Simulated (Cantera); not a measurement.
A freely propagating, adiabatic, planar premixed flame of 40.3 % H₂, 12.6 % O₂, 47.1 % N₂, equivalence ratio 1.6, unburnt at 675 K and 1.00 bar; mixture-averaged transport, grid criteria slope 0.08 and curve 0.16, no radiation.

Computed with Cantera and the H2/O2 subset of GRI-Mech 3.0, which has no nitrogen chemistry. Burning velocities carry a grid error of a few per cent, more on coarse grids.

**Question.** Predict: laminar burning velocity; thermal thickness; peak x(HO₂); peak x(O); peak x(OH); peak x(H₂O₂).

**Answer.** 
| Quantity | Value |
|---|---|
| laminar burning velocity | 1110 cm/s |
| thermal thickness | 0.474 mm |
| peak x(HO₂) | 0.000218 |
| peak x(O) | 0.00747 |
| peak x(OH) | 0.0113 |
| peak x(H₂O₂) | 5.22e-6 |
